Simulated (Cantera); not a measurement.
# SiO₂ + HBr + H₂ (oxide etching and cleaning by halides)

A closed system holds: 1 mol SiO₂, 25 mol HBr, 24 mol H₂, at 1.00 Torr.

Method: chemical equilibrium by Gibbs-energy minimisation in Cantera with the NASA 1993 tables (ideal gas, pure condensed phases). Candidate condensed phases: Br₂, H₂O, Si, SiO₂; 28 gas species. The tables hold silica as quartz up to 1696 K and as liquid above; real silica turns to tridymite and cristobalite and melts near 1996 K. The numbers say what is thermodynamically allowed, not how fast it happens.

From 1073 K to 1623 K the condensed part is SiO₂(β-quartz). The main Si-bearing gas is SiBr₄ at 1073 K and SiO at 1623 K.

```csv
T (K),x HBr,x H₂,x Br,x H₂O,x SiO,x H,n SiO₂(β-quartz)
1073,0.510,0.490,0.000267,6.19e-6,2.74e-9,2.69e-7,1.000
1123,0.509,0.490,0.000570,8.30e-6,3.18e-8,8.16e-7,1.000
1173,0.509,0.490,0.00114,1.17e-5,2.77e-7,2.26e-6,1.000
1223,0.507,0.490,0.00216,1.79e-5,1.79e-6,5.77e-6,1.000
1273,0.505,0.491,0.00389,3.05e-5,8.72e-6,1.37e-5,0.999
1323,0.502,0.491,0.00667,5.72e-5,3.26e-5,3.04e-5,0.998
1373,0.496,0.492,0.0110,0.000118,9.61e-5,6.40e-5,0.995
1423,0.488,0.494,0.0173,0.000254,0.000238,0.000128,0.988
1473,0.477,0.496,0.0262,0.000542,0.000531,0.000244,0.973
1523,0.462,0.498,0.0382,0.00111,0.00111,0.000446,0.944
1573,0.441,0.500,0.0537,0.00219,0.00219,0.000787,0.889
1623,0.416,0.501,0.0727,0.00414,0.00414,0.00134,0.789
```
x: gas mole fraction; n: condensed amount in mol.
